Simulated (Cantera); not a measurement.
An adiabatic, constant-volume homogeneous reactor starts with H₂ : O₂ : N₂ : NO = 1 : 1.32 : 4.95 : 0.03 (molar parts), at 1575 K and 0.987 atm. Integrator tolerance rtol = 1e-08.

Model: GRI-Mech 3.0 (53 species, 325 reactions), integrated in Cantera.

Problem. What does this change do: pressure from 0.987 atm to 0.493 atm?

Solution. 
| quantity | before | after |
|---|---|---|
| time of steepest temperature rise | 12.3 µs | 24.1 µs |
| temperature at 2.00 s | 2560 K | 2533 K |
| equilibrium temperature | 2560 K | 2533 K |
| x(H₂) at 2.00 s | 0.00263 (gas-phase equilibrium 0.00263) | 0.00326 (gas-phase equilibrium 0.00326) |
| x(O₂) at 2.00 s | 0.108 (gas-phase equilibrium 0.108) | 0.108 (gas-phase equilibrium 0.108) |
| x(NO) at 2.00 s | 0.0175 (gas-phase equilibrium 0.0175) | 0.0167 (gas-phase equilibrium 0.0167) |
| x(N₂) at 2.00 s | 0.715 (gas-phase equilibrium 0.715) | 0.714 (gas-phase equilibrium 0.714) |
| x(H₂O) at 2.00 s | 0.135 (gas-phase equilibrium 0.135) | 0.133 (gas-phase equilibrium 0.133) |
| x(OH) at 2.00 s | 0.0154 (gas-phase equilibrium 0.0154) | 0.0168 (gas-phase equilibrium 0.0168) |

Problem. What does this change do: initial temperature 1575 to 1300 K?

Solution. 
```tsv
quantity	before	after
time of steepest temperature rise	12.3 µs	30.8 µs
temperature at 2.00 s	2560 K	2400 K
equilibrium temperature	2560 K	2400 K
x(H₂) at 2.00 s	0.00263 (gas-phase equilibrium 0.00263)	0.00115 (gas-phase equilibrium 0.00115)
x(O₂) at 2.00 s	0.108 (gas-phase equilibrium 0.108)	0.113 (gas-phase equilibrium 0.113)
x(NO) at 2.00 s	0.0175 (gas-phase equilibrium 0.0175)	0.0135 (gas-phase equilibrium 0.0135)
x(N₂) at 2.00 s	0.715 (gas-phase equilibrium 0.715)	0.720 (gas-phase equilibrium 0.720)
x(H₂O) at 2.00 s	0.135 (gas-phase equilibrium 0.135)	0.140 (gas-phase equilibrium 0.140)
x(OH) at 2.00 s	0.0154 (gas-phase equilibrium 0.0154)	0.00927 (gas-phase equilibrium 0.00927)
```
The mechanism lacks 2 NO + O2 → 2 NO2 and HONO, so NO2 and the effect of NO are under-described below about 1400 K.
